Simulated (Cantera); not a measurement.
A Cantera script and its output.

```python
import numpy as np
import cantera as ct

surf = ct.Interface("ptcombust.yaml", "Pt_surf")
gas = surf.adjacent["gas"]
gas.TPX = 925, 500000, {'H2': 0.0027, 'O2': 0.2, 'N2': 1.5}
surf.TP = 925, 500000
reactor = ct.FlowReactor(gas, clone=False)
reactor.area = 0.0001  # m2
reactor.surface_area_to_volume_ratio = 190  # 1/m
reactor.mass_flow_rate = 4.9 * reactor.area * gas.density  # inlet velocity 4.9 m/s
reactor.energy_enabled = False
wall = ct.ReactorSurface(surf, reactor, clone=False)
net = ct.ReactorNet([reactor])
net.rtol, net.atol = 1e-8, 1e-16
show, cover = ['H2', 'O2', 'H2O'], ['PT(S)', 'H(S)', 'O(S)', 'OH(S)', 'CO(S)', 'C(S)']

rows = []
print(f"{'z/m':>9s}{'u/(m/s)':>9s}" + "".join(f"{s:>13s}" for s in show + cover))
for z in [0.00012, 0.0002, 0.00033, 0.00055, 0.00092, 0.0015, 0.0026, 0.0043, 0.0071, 0.012]:
    net.advance(z)
    rows.append([reactor.speed, *gas[show].X, *surf[cover].coverages])
    print(f"{z:9.4g}{rows[-1][0]:9.3g}" + "".join(f"{x:13.4e}" for x in rows[-1][1:]))
```

Output:

```
      z/m  u/(m/s)           H2           O2          H2O        PT(S)         H(S)         O(S)        OH(S)        CO(S)         C(S)
  0.00012      4.9   1.5644e-03   1.1745e-01   2.1290e-05   7.9082e-02   3.7289e-08   9.1993e-01   9.9060e-04  -2.7143e-33  -1.2098e-35
   0.0002      4.9   1.5504e-03   1.1744e-01   3.5299e-05   7.8969e-02   3.7250e-08   9.2004e-01   9.9477e-04  -1.3226e-32  -5.8810e-35
  0.00033      4.9   1.5280e-03   1.1744e-01   5.7756e-05   7.8787e-02   3.7185e-08   9.2021e-01   1.0014e-03   6.1967e-31   2.7579e-33
  0.00055      4.9   1.4909e-03   1.1742e-01   9.4911e-05   7.8488e-02   3.7073e-08   9.2050e-01   1.0122e-03  -1.0440e-32  -4.6442e-35
  0.00092      4.9   1.4308e-03   1.1739e-01   1.5508e-04   7.8007e-02   3.6883e-08   9.2096e-01   1.0293e-03   1.5407e-30   4.5736e-33
   0.0015      4.9   1.3420e-03   1.1735e-01   2.4391e-04   7.7304e-02   3.6582e-08   9.2164e-01   1.0537e-03  -3.1074e-29  -2.2778e-32
   0.0026      4.9   1.1903e-03   1.1729e-01   3.9575e-04   7.6119e-02   3.6020e-08   9.2279e-01   1.0933e-03  -5.9021e-28   3.8044e-31
   0.0043      4.9   9.9205e-04   1.1720e-01   5.9413e-04   7.4606e-02   3.5210e-08   9.2425e-01   1.1413e-03   1.2891e-28   5.7667e-31
   0.0071      4.9   7.3990e-04   1.1709e-01   8.4648e-04   7.2738e-02   3.4087e-08   9.2606e-01   1.1972e-03   6.4300e-26   2.8644e-28
    0.012      4.9   4.4909e-04   1.1696e-01   1.1375e-03   7.0658e-02   3.2699e-08   9.2809e-01   1.2556e-03   1.6658e-26   7.5018e-29
```

Cantera simulation using Deutschmann's 1995 Pt surface mechanism with GRI-Mech 3.0 gas chemistry; the numbers are that mechanism's predictions, not measurements. Catalytic surfaces can have several steady states; this one follows from the mechanism file's or the stated starting coverage. Mass transfer to the wall is taken as infinitely fast.
